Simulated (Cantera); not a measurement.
## Thermodynamics of aluminium nitride and oxide growth, feed Al + N2 + H2 + HCl

Input: 1 mol Al, 75 mol N2, 2.3 mol H2, 0.7 mol HCl.

Method: chemical equilibrium by Gibbs-energy minimisation in Cantera with the NASA 1993 tables (ideal gas, pure condensed phases). Candidate condensed phases: Al, AlCl3, AlN, NH4Cl; 20 gas species. The tables' values for AlCl2 are old estimates. Kinetics and transport are ignored.

Question: Map the stable condensed phases over T = 773, 873, 973, 1073, 1173, 1273, 1373, 1473, 1573, 1673, 1773, 1873, 1973, 2073 K and P in Pa = 10, 32, 100, 320, 1000, 3200, 10000, 32000, 100000.

Answer: 
```
T in K \ P in Pa
             10     32    100    320   1000   3200  10000  32000 100000
   2073       A      A      A      A      A      A      B      B      B
   1973       A      A      A      A      A      B      B      B      B
   1873       A      A      A      A      B      B      B      B      B
   1773       A      A      A      B      B      B      B      B      B
   1673       A      B      B      B      B      B      B      B      B
   1573       B      B      B      B      B      B      B      B      B
   1473       B      B      B      B      B      B      B      B      B
   1373       B      B      B      B      B      B      B      B      B
   1273       B      B      B      B      B      B      B      B      B
   1173       B      B      B      B      B      B      B      B      B
   1073       B      B      B      B      B      B      B      B      B
    973       B      B      B      B      B      B      B      B      B
    873       B      B      B      B      B      B      B      B      B
    773       B      B      B      B      B      B      B      B      B
```
A: gas only; B: AlN.
